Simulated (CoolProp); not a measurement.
Octamethylcyclotetrasiloxane (D4) along the isobar 2.01 MPa: density (kg/m³) from the reference equation and from simpler models built on Tc = 586.5 K, pc = 1.347 MPa, ω = 0.598; each cubic takes its own stable root.

The numbers come from the reference Helmholtz-energy equation of state, Thol 2015 in CoolProp.

```csv
T (K),phase,reference,Redlich-Kwong,Soave-Redlich-Kwong,Peng-Robinson
501.7,liquid,700.3,586.2,634.5,716.3
511.6,liquid,684.6,571.4,617.4,696.8
521.4,liquid,668.2,556.1,599.3,676.0
531.3,liquid,[?],539.8,579.5,653.3
541.1,liquid,632.1,522.7,[?],628.8
551,liquid,611.7,504.4,535.0,601.5
560.9,liquid,589.2,484.8,509.3,571.3
570.7,liquid,563.9,463.8,480.7,537.6
580.6,liquid,533.9,[?],447.9,498.6
590.4,supercritical,[?],415.4,409.9,453.4
600.3,supercritical,445.9,386.7,363.9,[?]
610.1,supercritical,371.4,354.4,[?],334.7
620,supercritical,291.1,317.3,256.3,273.9
```

Question: Complete the blanks.

Answer: 
- 531.3, reference: 650.6
- 541.1, Soave-Redlich-Kwong: 558.4
- 580.6, Redlich-Kwong: 440.7
- 590.4, reference: 497.0
- 600.3, Peng-Robinson: 398.5
- 610.1, Soave-Redlich-Kwong: 309.9
